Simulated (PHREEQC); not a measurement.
Consider water at 25 °C with 0.31 mol/kgw HCl and 0.00026 mol/kgw CuSO4. Closed to the air; pH follows from the charge balance.

Equilibrium calculation in PHREEQC: ion-association model, wateq4f.dat.

No solid was allowed to form.

**Question.** Order these Cu species by the share of Cu that they hold, largest first: Cu+2, CuCl2, CuCl+.

**Answer.** Cu+2 (80 %), CuCl+ (19 %), CuCl2 (1.4 %)

The pH is 0.62 and the ionic strength 0.310 mol/kgw.
